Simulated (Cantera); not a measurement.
Charge: 1 mol Cu, 7.7 mol F2, 6.7 mol H2, held at 1148.15 K and 2.70 Pa.

Equilibrium computed with Cantera from the NASA thermochemical tables; the gas is ideal and each condensed phase is pure. Candidate condensed phases: Cu, CuF2; 15 gas species. Equilibrium is a limit: real reactors are often held back by kinetics, nucleation or transport.

Base state: HF 0.929, CuF2 0.0674, CuF 0.00187, F 0.00187 (mole fractions); condensed: gas only.

**Question.** What changes in the equilibrium state with this change: pressure from 2.70 Pa to 84.0 Pa?

**Answer.** 
```
species   before     after
-------  -------  --------
HF         0.929     0.930
CuF2      0.0674    0.0691
CuF      0.00187  0.000339
F        0.00187  0.000339
```
